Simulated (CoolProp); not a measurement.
Saturation properties of ammonia.

Computed with CoolProp (reference Helmholtz-energy equation of state, Gao 2020).

```json
[
 {"T (°C)": "-7.65", "p (kPa)": "319.5", "vapour density (kg/m³)": "2.614", "liquid cp (kJ/(kg K))": "4.571", "surface tension (mN/m)": "28.1", "vapour viscosity (µPa s)": "8.82"},
 {"T (°C)": "3.25", "p (kPa)": "[?]", "vapour density (kg/m³)": "3.873", "liquid cp (kJ/(kg K))": "4.628", "surface tension (mN/m)": "25.5", "vapour viscosity (µPa s)": "9.16"},
 {"T (°C)": "14.15", "p (kPa)": "707.9", "vapour density (kg/m³)": "5.570", "liquid cp (kJ/(kg K))": "4.696", "surface tension (mN/m)": "23.0", "vapour viscosity (µPa s)": "9.49"},
 {"T (°C)": "25.05", "p (kPa)": "1004", "vapour density (kg/m³)": "7.813", "liquid cp (kJ/(kg K))": "4.780", "surface tension (mN/m)": "20.5", "vapour viscosity (µPa s)": "9.84"},
 {"T (°C)": "35.85", "p (kPa)": "1383", "vapour density (kg/m³)": "10.70", "liquid cp (kJ/(kg K))": "4.886", "surface tension (mN/m)": "18.0", "vapour viscosity (µPa s)": "10.2"},
 {"T (°C)": "46.75", "p (kPa)": "1867", "vapour density (kg/m³)": "14.46", "liquid cp (kJ/(kg K))": "5.021", "surface tension (mN/m)": "[?]", "vapour viscosity (µPa s)": "10.6"},
 {"T (°C)": "57.65", "p (kPa)": "2468", "vapour density (kg/m³)": "19.28", "liquid cp (kJ/(kg K))": "5.197", "surface tension (mN/m)": "13.2", "vapour viscosity (µPa s)": "11.0"},
 {"T (°C)": "68.55", "p (kPa)": "3204", "vapour density (kg/m³)": "25.46", "liquid cp (kJ/(kg K))": "5.434", "surface tension (mN/m)": "10.9", "vapour viscosity (µPa s)": "11.4"},
 {"T (°C)": "79.45", "p (kPa)": "4092", "vapour density (kg/m³)": "33.43", "liquid cp (kJ/(kg K))": "5.767", "surface tension (mN/m)": "8.71", "vapour viscosity (µPa s)": "11.9"},
 {"T (°C)": "90.35", "p (kPa)": "5153", "vapour density (kg/m³)": "43.88", "liquid cp (kJ/(kg K))": "6.269", "surface tension (mN/m)": "6.58", "vapour viscosity (µPa s)": "12.6"},
 {"T (°C)": "101.15", "p (kPa)": "6397", "vapour density (kg/m³)": "57.82", "liquid cp (kJ/(kg K))": "[?]", "surface tension (mN/m)": "4.59", "vapour viscosity (µPa s)": "13.4"},
 {"T (°C)": "112.05", "p (kPa)": "7873", "vapour density (kg/m³)": "77.92", "liquid cp (kJ/(kg K))": "8.858", "surface tension (mN/m)": "2.72", "vapour viscosity (µPa s)": "14.7"}
]
```

### Question
What belongs in the gaps?

### Answer

- 3.25, p (kPa): 483.9
- 46.75, surface tension (mN/m): 15.6
- 101.15, liquid cp (kJ/(kg K)): 7.109

It boils at -33.3 °C under 1 atm.

Viscosity comes from a separate model (Fenghour 1995). Surface tension comes from a separate correlation (Mulero 2012).
